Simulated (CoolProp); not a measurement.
Saturation properties of fluorine (Tc = -128.7 °C, pc = 5240 kPa, ω = 0.045).

Computed with CoolProp (reference Helmholtz-energy equation of state, de Reuck 1990).

| T (°C) | p (kPa) | vapour density (kg/m³) | enthalpy of vaporisation (kJ/kg) | liquid cp (kJ/(kg K)) | surface tension (mN/m) |
|---|---|---|---|---|---|
| -167.45 | 660.5 | 32.50 | 151.0 | 1.632 | 8.00 |
| -163.85 | 848.5 | 41.40 | 145.9 | 1.670 | 7.11 |
| -160.15 | 1079 | 52.47 | 140.1 | 1.720 | 6.21 |
| -156.55 | 1344 | 65.46 | 134.0 | 1.781 | 5.35 |
| -152.95 | 1653 | 81.12 | 127.3 | 1.862 | 4.52 |
| -149.25 | 2019 | 100.7 | 119.6 | 1.978 | 3.69 |
| -145.65 | 2429 | 124.1 | 111.1 | 2.142 | 2.92 |
| -142.05 | 2897 | 153.4 | 101.1 | 2.396 | 2.18 |
| -138.35 | 3442 | 192.7 | 88.86 | 2.858 | 1.47 |
| -134.75 | 4044 | 245.9 | 73.54 | 3.846 | 0.828 |
| -131.15 | 4724 | 334.9 | 50.66 | 7.820 | 0.273 |

It boils at -188.1 °C under 1 atm.

Surface tension comes from a separate correlation (Mulero 2012).
